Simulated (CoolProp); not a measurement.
The numbers come from the reference Helmholtz-energy equation of state, de Reuck 1990 in CoolProp.

For fluorine, give the phase and the density (kg/m³), cv (kJ/(kg K)), fugacity coefficient at 109.2 K and 2.18 MPa.


- 109.2 K and 2.18 MPa: liquid; density 1320, cv 0.755, fugacity coefficient 0.353
